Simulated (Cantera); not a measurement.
An isothermal, constant-pressure homogeneous reactor starts with 0.862 % CH4, 93.7 % H2, 0.937 % O2, 4.50 % N2, equivalence ratio 52, at 3000 K and 3000 Pa.

Cantera simulation using GRI-Mech 3.0 (53 species, 325 reactions); the numbers are that mechanism's predictions, not measurements. Radical loss at walls, strong at low pressure, is not modelled.

One state of this run: x CH4 = <1e-12; x H2 = 0.385; x O2 = 6.12e-6; x C2H2 = <1e-12; x CH2O = 2.85e-11. x: mole fraction; the columns are a selection and need not sum to one.

Q: Which value of t (s) does it belong to?
A. 0.00894
B. 8.00
C. 0.0862
D. 3.10e-5

A: B, 8.00
